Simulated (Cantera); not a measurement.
Input: 1 mol Si(CH₃)₄, 0.025 mol C₂H₂, 1400 mol H₂, 0.45 mol N₂, at 0.120 bar.

Method: chemical equilibrium by Gibbs-energy minimisation in Cantera with the NASA 1993 tables (ideal gas, pure condensed phases). Candidate condensed phases: C, C₆H₆, C₇H₈, C₈H₁₈, Si, SiC, Si₃N₄; 105 gas species. Rates play no part.

Problem. At 925 °C, list the 3 most abundant gas species with their mole fractions, and the condensed phases.

Solution. H₂ 0.998, CH₄ 0.00192, N₂ 0.000320. Condensed: C(graphite) + SiC(s).
